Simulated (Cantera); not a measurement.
Charge: 1 mol CsCl, 0.11 mol O₂, 48 mol N₂, at 1252 °C and 2.60 Pa.

Cantera equilibrium calculation (NASA polynomials, part measured and part estimated; ideal gas, pure solids and liquids). Candidate condensed phases: Cs, CsCl; 18 gas species. Kinetics and transport are ignored.

Base state: N₂ 0.977, CsCl 0.0202, O₂ 0.00214, Cl 0.000190, Cs 0.000190, NO 0.000155, O 5.13e-5 (mole fractions); condensed: gas only.

Problem. What changes in the equilibrium state with this change: CsCl replaced by MgCl₂?

Solution. 
```tsv
species	before	after
N₂	0.977	0.975
MgCl₂	0	0.0158
Cl	0.000190	0.00899
CsCl	0.0202	0
Cs	0.000190	0
Mg	0	2.93e-5
MgCl	0	1.07e-5
O₂	0.00214	1.65e-6
NO	0.000155	4.30e-6
MgO(s), mol	0	0.220
```
Further candidate phases: Mg, MgCl₂, MgO.
